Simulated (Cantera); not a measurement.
## Abatement and gas-phase synthesis: N₂O + H₂ + O₂

A closed system holds: 1 mol N₂O, 3.7 mol H₂, 0.079 mol O₂, held at 2325 K and 2.30 bar.

Cantera equilibrium calculation (NASA polynomials, part measured and part estimated; ideal gas, pure solids and liquids). Candidate condensed phases: H₂O; 24 gas species. Equilibrium is a limit: real reactors are often held back by kinetics, nucleation or transport.

```
Property       Result
----------  ---------
x(H₂)           0.537
x(H₂O)          0.245
x(N₂)           0.212
x(H)          0.00531
x(OH)        0.000405
x(NO)         1.35e-5
x(NH₃)        5.27e-6
x(O)          2.72e-6
gas amount  4.713 mol
```
